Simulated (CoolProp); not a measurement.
Saturation properties of carbonyl sulfide.

Computed with CoolProp (reference Helmholtz-energy equation of state, Lemmon 2006). It is a short technical equation, of lower accuracy than the large ones.

```tsv
T (K)	p (MPa)	vapour density (kg/m³)	enthalpy of vaporisation (kJ/kg)	liquid cp (kJ/(kg K))
268.1	0.5580	16.58	274.7	1.262
272.3	0.6340	18.73	271.0	1.274
276.6	0.7196	21.14	267.1	1.287
280.8	0.8110	23.72	…	1.300
285.1	0.9133	26.62	258.9	1.315
289.3	1.022	29.72	254.6	1.331
293.6	1.143	33.18	250.1	1.349
297.9	1.274	36.97	245.4	1.368
302.1	1.411	41.00	240.6	1.389
306.4	1.564	45.51	235.4	1.413
310.6	1.723	50.32	230.2	1.438
314.9	1.899	55.70	224.6	1.468
319.1	…	61.45	218.9	1.500
323.4	2.283	67.91	212.7	1.537
327.7	2.497	…	206.1	1.580
```

Question: What belongs in the gaps?

Answer: 
- 280.8, enthalpy of vaporisation (kJ/kg): 263.1
- 319.1, p (MPa): 2.082
- 327.7, vapour density (kg/m³): 75.00

It boils at 223.0 K under 1 atm.
